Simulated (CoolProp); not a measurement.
Octamethylcyclotetrasiloxane (D4) along the isotherm 620 K: density (kg/m³) from the reference equation and from simpler models built on Tc = 586.5 K, pc = 1.347 MPa, ω = 0.598; each cubic takes its own stable root.

Computed with CoolProp (reference Helmholtz-energy equation of state, Thol 2015).

```tsv
p (MPa)	phase	reference	ideal gas	van der Waals	Redlich-Kwong	Soave-Redlich-Kwong	Peng-Robinson
0.0213	gas	1.231	1.226	1.231	1.231	1.231	1.232
0.0437	gas	2.538	2.514	2.536	2.539	2.537	2.540
0.0898	gas	5.268	5.167	5.259	5.270	5.263	5.276
0.184	gas	11.03	10.59	10.99	11.03	11.00	11.06
0.379	gas	23.81	21.81	23.65	23.85	23.70	23.96
0.778	gas	54.81	44.77	54.18	55.14	54.13	55.41
1.6	supercritical	166.2	92.06	192.5	182.1	158.0	166.9
3.28	supercritical	478.4	188.7	373.5	440.2	410.3	449.8
6.74	supercritical	576.0	387.8	438.5	547.2	531.5	588.3
```
